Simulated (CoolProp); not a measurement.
Properties of carbonyl sulfide along the isobar 7.36 MPa.

Computed with CoolProp (reference Helmholtz-energy equation of state, Lemmon 2006). It is a short technical equation, of lower accuracy than the large ones.

| T (K) | phase | Z | speed of sound (m/s) |
|---|---|---|---|
| 238.7 | liquid | 0.1933 | 1000 |
| 264.5 | liquid | 0.1834 | 885.1 |
| 290.3 | liquid | 0.1772 | 768.3 |
| 316.2 | liquid | 0.1747 | 646.9 |
| 342 | liquid | 0.1775 | 517.1 |
| 367.8 | liquid | 0.1923 | 363.5 |
| 393.6 | supercritical | 0.4473 | 181.8 |
| 419.4 | supercritical | 0.6427 | 212.6 |
| 445.2 | supercritical | 0.7319 | 232.9 |
| 471.1 | supercritical | 0.7901 | 249.0 |
| 496.9 | supercritical | 0.8317 | 262.6 |
| 522.7 | supercritical | 0.8632 | 274.7 |
| 548.5 | supercritical | 0.8878 | 285.6 |
| 574.3 | supercritical | 0.9074 | 295.6 |
